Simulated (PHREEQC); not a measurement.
Model water analysis in mg/kgw, 50 °C, pH 3.28, pe 8.8:

| constituent | mg/kgw |
|---|---|
| Na | 124 |
| K | 2.98 |
| Ca | 226 |
| Mg | 38.2 |
| Cl | 220 |
| S(6) as SO4 | 745 |
| Cu(2) | 10.8 |
| Mn(2) | 12.6 |

Cl is adjusted to close the charge balance.
Valence states are taken as typed.

Computed with PHREEQC (ion-association model, phreeqc.dat).

No solid was allowed to form.

Task: What ionic strength does the model give?

Result: ionic strength 0.0279 mol/kgw.

Task: In which forms is Ca present?

Result: Ca+2 76 %, CaSO4 24 % of the Ca.

Constants without temperature data keep their 25 °C values here.
